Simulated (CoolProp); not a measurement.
R236EA along the isobar 3.65 MPa: Z from the reference equation and from simpler models built on Tc = 412.4 K, pc = 3.414 MPa, ω = 0.368; each cubic takes its own stable root.

The numbers come from the reference Helmholtz-energy equation of state, Rui 2013 in CoolProp.

```tsv
T (K)	phase	reference	van der Waals	Peng-Robinson
275.5	liquid	0.1608	0.2651	0.1553
284.6	liquid	0.1584	0.2606	0.1529
293.7	liquid	0.1564	?	0.1510
302.8	liquid	0.1546	0.2532	0.1494
311.9	liquid	0.1532	0.2503	0.1482
321	liquid	?	?	0.1475
330.1	liquid	?	0.2463	0.1473
339.2	liquid	0.1509	0.2452	0.1476
348.3	liquid	0.1509	0.2448	0.1486
357.4	liquid	0.1515	0.2453	0.1504
366.5	liquid	?	0.2467	0.1531
375.6	liquid	0.1547	?	0.1573
384.7	liquid	0.1580	?	0.1635
393.8	liquid	?	0.2610	0.1730
402.9	liquid	0.1727	0.2731	0.1894
412	liquid	0.1965	0.2980	0.2290
```

### Question
Complete the blanks.

### Answer

- 293.7, van der Waals: 0.2566
- 321, reference: 0.1521
- 321, van der Waals: 0.2480
- 330.1, reference: 0.1513
- 366.5, reference: 0.1527
- 375.6, van der Waals: 0.2494
- 384.7, van der Waals: 0.2538
- 393.8, reference: 0.1633
